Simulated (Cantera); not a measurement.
Input: 1 mol Si(CH3)4, 0.034 mol HCl, 60 mol H2, equilibrated at 2200 K and 0.0133 bar.

Method: chemical equilibrium by Gibbs-energy minimisation in Cantera with the NASA 1993 tables (ideal gas, pure condensed phases). Candidate condensed phases: C, C6H6, C7H8, C8H18, Si, SiC; 109 gas species. Gases not in the tables: Si2H6 and higher silanes. Equilibrium is a limit: real reactors are often held back by kinetics, nucleation or transport.

Base state: H2 0.946, H 0.0474, Si 0.00297, C2H2 (acetylene) 0.00242, HCl 0.000481, SiC2 0.000285, Si2C 0.000174, SiH 0.000148 (mole fractions); condensed: C(graphite) + SiC(s).

Problem. What changes in the equilibrium state with this change: temperature from 2200 K to 1175 K?

Solution. 
```
species             before     after
----------------  --------  --------
H2                   0.946     0.999
HCl               0.000481  0.000515
CH4                3.14e-6  0.000255
H                   0.0474   1.06e-6
Si                 0.00297     <1e-9
SiC2              0.000285     <1e-9
Si2C              0.000174     <1e-9
SiH               0.000148     <1e-9
C2H2 (acetylene)   0.00242   6.36e-8
SiH2               3.03e-5     <1e-9
C(graphite), mol      2.88      2.98
SiC(s), mol          0.743      1.00
```

Problem. What changes in the equilibrium state with this change: temperature from 2200 K to 950 K?

Solution. 
| species | before | after |
|---|---|---|
| H2 | 0.946 | 0.997 |
| CH4 | 3.14e-6 | 0.00222 |
| HCl | 0.000481 | 0.000516 |
| H | 0.0474 | 4.81e-9 |
| Si | 0.00297 | <1e-9 |
| C2H2 (acetylene) | 0.00242 | <1e-9 |
| SiC2 | 0.000285 | <1e-9 |
| Si2C | 0.000174 | <1e-9 |
| C(graphite), mol | 2.88 | 2.85 |
| SiC(s), mol | 0.743 | 1.00 |

Problem. What changes in the equilibrium state with this change: temperature from 2200 K to 1850 K?

Solution. 
| species | before | after |
|---|---|---|
| H2 | 0.946 | 0.995 |
| H | 0.0474 | 0.00465 |
| HCl | 0.000481 | 0.000512 |
| Si | 0.00297 | 1.46e-5 |
| SiC2 | 0.000285 | 2.82e-7 |
| Si2C | 0.000174 | 2.00e-7 |
| SiH | 0.000148 | 1.66e-6 |
| C(graphite), mol | 2.88 | 2.97 |
| SiC(s), mol | 0.743 | 0.999 |
